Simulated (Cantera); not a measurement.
A freely propagating, adiabatic, planar premixed flame of H2 : O2 : N2 = 1 : 0.217 : 0.817 (molar parts), unburnt at 375 K and 180 Torr; unity-Lewis-number transport, grid criteria slope 0.08 and curve 0.16, no radiation.

Model: the H2/O2 subset of GRI-Mech 3.0, which has no nitrogen chemistry, integrated in Cantera. Unity Lewis numbers drop preferential diffusion, which matters most where H2 and H carry the flame. Burning velocities carry a grid error of a few per cent, more on coarse grids.

Task: Predict: laminar burning velocity; thermal thickness; peak x(O); peak x(HO2); peak x(H).

Result: 
```json
{
  "laminar_burning_velocity": "203 cm/s",
  "thermal_thickness": "2.26 mm",
  "peak x(O)": "0.00182",
  "peak x(HO2)": "0.000115",
  "peak x(H)": "0.0961"
}
```
